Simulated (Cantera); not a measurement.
An isothermal, constant-pressure homogeneous reactor starts with NH3 : N2 : H2 = 1 : 0.48 : 0.017 (molar parts), at 1925 K and 0.0180 bar.

Computed with Cantera and the gas-phase N/H chemistry of the illustrative SiF4/NH3 mechanism in the Surface Chemkin manual (1991). Walls and surfaces, which speed up NH3 decomposition in real reactors, are not modelled.

x: mole fraction; the columns are a selection and need not sum to one.

| t (s) | x NH3 | x NH | x NH2 | x N2H4 | x H | x H2 |
|---|---|---|---|---|---|---|
| 1.00e-5 | 0.668 | 2.27e-12 | ? | <1e-12 | 2.12e-7 | 0.0114 |
| 4.64e-5 | 0.668 | 8.97e-11 | ? | <1e-12 | 2.56e-7 | 0.0114 |
| 0.000215 | 0.668 | 3.31e-9 | ? | 7.79e-12 | 3.66e-7 | 0.0114 |
| 0.00100 | 0.668 | 1.31e-7 | ? | 1.80e-10 | 8.83e-7 | 0.0114 |
| 0.00464 | 0.667 | 2.41e-6 | ? | 3.68e-9 | 3.40e-6 | 0.0117 |
| 0.0215 | 0.661 | 8.76e-6 | 0.00109 | 1.87e-8 | 1.09e-5 | 0.0166 |
| 0.100 | 0.629 | 1.07e-5 | 0.00101 | 1.59e-8 | 2.70e-5 | 0.0457 |
| 0.464 | 0.503 | 1.26e-5 | ? | 9.89e-9 | 8.92e-5 | 0.158 |
| 2.15 | 0.218 | 1.03e-5 | ? | 2.83e-9 | 0.000286 | 0.413 |
| 10.0 | 0.0177 | 3.92e-6 | ? | 8.18e-11 | 0.000853 | 0.591 |

**Question.** Complete the blanks.

**Answer.** 
- 1.00e-5, x NH2: 8.78e-7
- 4.64e-5, x NH2: 4.80e-6
- 0.000215, x NH2: 2.31e-5
- 0.00100, x NH2: 0.000108
- 0.00464, x NH2: 0.000484
- 0.464, x NH2: 0.000793
- 2.15, x NH2: 0.000424
- 10.0, x NH2: 7.23e-5
